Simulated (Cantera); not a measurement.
# Premixed flame

A freely propagating, adiabatic, planar premixed flame of CH4 : C2H6 : O2 : N2 = 1 : 0.42 : 4.18 : 15.7 (molar parts), equivalence ratio 0.83, unburnt at 700 K and 2.90 bar; mixture-averaged transport, grid criteria slope 0.08 and curve 0.16, no radiation.

Computed with Cantera and GRI-Mech 3.0 (53 species, 325 reactions). Burning velocities carry a grid error of a few per cent, more on coarse grids.

| z (mm) | T (K) | u (m/s) | x CH4 | x C2H6 | x O2 | x H2 | x CH2CO | x CH2 |
|---|---|---|---|---|---|---|---|---|
| -0.393 | 700 | 1.23 | 0.0469 | 0.0197 | 0.196 | 0.000723 | 1.01e-8 | <1e-8 |
| -0.262 | 703 | 1.24 | 0.0467 | 0.0197 | 0.196 | 0.00197 | 2.17e-7 | <1e-8 |
| -0.196 | 712 | 1.26 | 0.0462 | 0.0196 | 0.195 | 0.00331 | 1.19e-6 | <1e-8 |
| -0.131 | 761 | 1.35 | 0.0442 | 0.0190 | 0.190 | 0.00579 | 1.10e-5 | <1e-8 |
| -0.0654 | 1067 | 1.92 | 0.0330 | 0.0135 | 0.161 | 0.00997 | 0.000162 | 8.85e-8 |
| -0.0327 | 1429 | 2.60 | 0.0197 | 0.00543 | 0.125 | 0.0122 | 0.000472 | 5.39e-6 |
| 0 | 1792 | 3.29 | 0.00528 | 0.000303 | 0.0823 | 0.0118 | 0.000460 | 4.10e-5 |
| 0.0327 | 1954 | 3.58 | 0.000422 | 8.17e-7 | 0.0577 | 0.00838 | 7.60e-5 | 1.15e-5 |
| 0.0654 | 2018 | 3.68 | 1.70e-5 | <1e-8 | 0.0487 | 0.00660 | 4.50e-6 | 6.23e-7 |
| 0.131 | 2098 | 3.80 | 3.80e-8 | <1e-8 | 0.0429 | 0.00570 | 1.78e-8 | <1e-8 |
| 0.262 | 2187 | 3.94 | <1e-8 | <1e-8 | 0.0390 | 0.00441 | <1e-8 | <1e-8 |
| 0.523 | 2264 | 4.06 | <1e-8 | <1e-8 | 0.0362 | 0.00283 | <1e-8 | <1e-8 |
| 1.05 | 2312 | 4.13 | <1e-8 | <1e-8 | 0.0345 | 0.00175 | <1e-8 | <1e-8 |
x: mole fraction of selected species; z is measured from the peak of heat release.

The laminar burning velocity is 123 cm/s, the thermal thickness comes out as 0.131 mm and the peak x(H2) is 0.0125. The peak x(CH2CO) comes out as 0.000576, the peak x(CH2) is 4.14e-5 and the grid points is 142.
